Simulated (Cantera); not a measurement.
Feed: 1 mol Si, 4.2 mol HCl, 0.32 mol H2, 1.4 mol Cl2, held at 1252 °C and 880000 Pa.

Method: chemical equilibrium by Gibbs-energy minimisation in Cantera with the NASA 1993 tables (ideal gas, pure condensed phases). Candidate condensed phases: Si; 19 gas species. The tables' values for SiCl3 are old estimates; treat these amounts as uncertain. Equilibrium is a limit: real reactors are often held back by kinetics, nucleation or transport.

Base state: HCl 0.622, SiCl4 0.189, H2 0.176, SiCl3 0.00680, SiHCl3 0.00604, SiCl2 0.000727, SiH2Cl2 3.11e-5 (mole fractions); condensed: gas only.

### Question
What changes in the equilibrium state with this change: temperature from 1252 °C to 400 °C?

### Answer
```json
[
 {"species": "HCl", "before": "0.622", "after": "0.610"},
 {"species": "SiCl4", "before": "0.189", "after": "0.203"},
 {"species": "H2", "before": "0.176", "after": "0.187"},
 {"species": "SiCl3", "before": "0.00680", "after": "<1e-9"},
 {"species": "SiCl2", "before": "0.000727", "after": "<1e-9"},
 {"species": "SiH2Cl2", "before": "3.11e-5", "after": "<1e-9"},
 {"species": "SiHCl3", "before": "0.00604", "after": "7.88e-6"}
]
```
